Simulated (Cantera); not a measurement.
A closed system holds: 1 mol MgO, 0.24 mol H2, at 0.250 bar.

Equilibrium computed with Cantera from the NASA thermochemical tables; the gas is ideal and each condensed phase is pure. Candidate condensed phases: H2O, Mg, MgO, Mg(OH)2; 15 gas species. Equilibrium is a limit: real reactors are often held back by kinetics, nucleation or transport.

Problem. What share of the Mg ends up in condensed phases as a function of T (K), at 1898, 1973, 2048, 2123, 2198, 2273, 2348, 2423, 2498, 2573, 2648, 2723, 2798?

Solution. 
| T (K) | Mg condensed (%) | as |
|---|---|---|
| 1898 | 99.9 | MgO(s) |
| 1973 | 99.8 | MgO(s) |
| 2048 | 99.7 | MgO(s) |
| 2123 | 99.6 | MgO(s) |
| 2198 | 99.3 | MgO(s) |
| 2273 | 99.0 | MgO(s) |
| 2348 | 98.4 | MgO(s) |
| 2423 | 97.7 | MgO(s) |
| 2498 | 96.8 | MgO(s) |
| 2573 | 95.5 | MgO(s) |
| 2648 | 93.9 | MgO(s) |
| 2723 | 91.9 | MgO(s) |
| 2798 | 89.4 | MgO(s) |
